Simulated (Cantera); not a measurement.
## Equilibrium for abatement and gas-phase synthesis: NH₃ + H₂O + O₂

Feed: 1 mol NH₃, 0.069 mol H₂O, 0.12 mol O₂, held at 12.0 Pa.

These are equilibrium values from Cantera (NASA tables, ideal gas, pure condensed phases), not measurements of a reactor. Candidate condensed phases: H₂O; 24 gas species. The numbers say what is thermodynamically allowed, not how fast it happens.

From 1973 K to 2523 K nothing is condensed.

```json
[
 {"T (K)": "1973", "x H": "0.0903", "x H₂": "0.537", "x N₂": "0.230", "x H₂O": "0.140", "x O": "0.000276", "x OH": "0.00223"},
 {"T (K)": "2023", "x H": "0.124", "x H₂": "0.510", "x N₂": "0.226", "x H₂O": "0.135", "x O": "0.000604", "x OH": "0.00342"},
 {"T (K)": "2073", "x H": "0.166", "x H₂": "0.477", "x N₂": "0.221", "x H₂O": "0.130", "x O": "0.00128", "x OH": "0.00512"},
 {"T (K)": "2123", "x H": "0.217", "x H₂": "0.438", "x N₂": "0.214", "x H₂O": "0.121", "x O": "0.00261", "x OH": "0.00743"},
 {"T (K)": "2173", "x H": "0.276", "x H₂": "0.392", "x N₂": "0.205", "x H₂O": "0.110", "x O": "0.00511", "x OH": "0.0104"},
 {"T (K)": "2223", "x H": "0.342", "x H₂": "0.342", "x N₂": "0.196", "x H₂O": "0.0952", "x O": "0.00953", "x OH": "0.0137"},
 {"T (K)": "2273", "x H": "0.413", "x H₂": "0.290", "x N₂": "0.185", "x H₂O": "0.0766", "x O": "0.0166", "x OH": "0.0169"},
 {"T (K)": "2323", "x H": "0.484", "x H₂": "0.237", "x N₂": "0.173", "x H₂O": "0.0560", "x O": "0.0263", "x OH": "0.0190"},
 {"T (K)": "2373", "x H": "0.553", "x H₂": "0.188", "x N₂": "0.162", "x H₂O": "0.0365", "x O": "0.0378", "x OH": "0.0191"},
 {"T (K)": "2423", "x H": "0.613", "x H₂": "0.143", "x N₂": "0.152", "x H₂O": "0.0213", "x O": "0.0490", "x OH": "0.0172"},
 {"T (K)": "2473", "x H": "0.662", "x H₂": "0.106", "x N₂": "0.145", "x H₂O": "0.0112", "x O": "0.0583", "x OH": "0.0141"},
 {"T (K)": "2523", "x H": "0.701", "x H₂": "0.0763", "x N₂": "0.139", "x H₂O": "0.00552", "x O": "0.0650", "x OH": "0.0108"}
]
```
x: gas mole fraction; nothing condenses.
